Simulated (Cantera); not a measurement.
An isothermal, constant-pressure homogeneous reactor starts with CH4 : H2 = 1 : 13 (molar parts), at 1175 K and 10.00 Torr. Integrator tolerance rtol = 1e-08.

Model: GRI-Mech 3.0 (53 species, 325 reactions), integrated in Cantera. GRI-Mech 3.0 stops at C3 and has no aromatics, soot or wall deposition, so with more carbon than oxygen in the feed, carbon stays in small species such as C2H2 where larger ones or solid carbon would form. Radical loss at walls, strong at low pressure, is not modelled.

### Question
What does this change do: temperature 1175 to 2000 K?

### Answer
```json
[
 {"quantity": "x(CH4) at 6.00 s", "before": "0.0714 (gas-phase equilibrium 0.0599)", "after": "3.46e-5 (gas-phase equilibrium 3.44e-5)"},
 {"quantity": "x(H2) at 6.00 s", "before": "0.929 (gas-phase equilibrium 0.935)", "after": "0.953 (gas-phase equilibrium 0.953)"},
 {"quantity": "x(H) at 6.00 s", "before": "4.26e-7 (gas-phase equilibrium 1.03e-6)", "after": "0.0139 (gas-phase equilibrium 0.0139)"},
 {"quantity": "x(C2H2) at 6.00 s", "before": "1.99e-10 (gas-phase equilibrium 0.00441)", "after": "0.0331 (gas-phase equilibrium 0.0331)"},
 {"quantity": "x(CH3) at 6.00 s", "before": "6.20e-7 (gas-phase equilibrium 1.25e-6)", "after": "9.91e-6 (gas-phase equilibrium 9.83e-6)"},
 {"quantity": "x(CH2) at 6.00 s", "before": "<1e-12 (gas-phase equilibrium <1e-12)", "after": "1.87e-7 (gas-phase equilibrium 1.85e-7)"}
]
```
